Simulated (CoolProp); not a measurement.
Aqueous potassium formate as a coolant, at -4 °C, 1 atm.

The numbers come from the Melinder's fits for secondary coolants in CoolProp.

```tsv
mass %	freezing point (°C)	Prandtl number	cp (kJ/(kg K))	density (kg/m³)	conductivity (W/(m K))
10.5	-5.2	15.8	3.788	1067	0.542
15.1	-8.1	…	3.609	1097	…
19.7	-11.4	16.4	3.440	1127	0.529
24.3	-15.3	17.1	3.281	1158	0.522
28.9	-19.9	18.0	…	…	0.513
33.5	…	19.0	…	1224	0.504
38.1	-32.0	20.2	2.882	1257	0.494
42.7	-39.6	22.3	2.772	1293	0.482
```

Task: Some entries are withheld; supply them.

Result: 
- 15.1, Prandtl number: 15.9
- 15.1, conductivity (W/(m K)): 0.536
- 28.9, cp (kJ/(kg K)): 3.134
- 28.9, density (kg/m³): 1191
- 33.5, freezing point (°C): -25.4
- 33.5, cp (kJ/(kg K)): 3.002
